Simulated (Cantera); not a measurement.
An isothermal, constant-pressure homogeneous reactor starts with CH4 : N2 = 1 : 52 (molar parts), at 1973 K and 1.05 Torr.

Model: GRI-Mech 3.0 (53 species, 325 reactions), integrated in Cantera. GRI-Mech 3.0 stops at C3 and has no aromatics, soot or wall deposition, so with more carbon than oxygen in the feed, carbon stays in small species such as C2H2 where larger ones or solid carbon would form. Radical loss at walls, strong at low pressure, is not modelled.

### Question
Predict: x(CH4) at 20.0 s; x(HCN) at 20.0 s; x(CH2) at 20.0 s; x(CH3) at 20.0 s; x(C2H2) at 20.0 s.

### Answer
```json
{
 "x(CH4) at 20.0 s": "2.17e-7 (gas-phase equilibrium 2.54e-9)",
 "x(HCN) at 20.0 s": "0.000175 (gas-phase equilibrium 0.0171)",
 "x(CH2) at 20.0 s": "8.46e-9 (gas-phase equilibrium 3.39e-9)",
 "x(CH3) at 20.0 s": "1.69e-7 (gas-phase equilibrium 1.16e-8)",
 "x(C2H2) at 20.0 s": "0.00916 (gas-phase equilibrium 0.000666)"
}
```
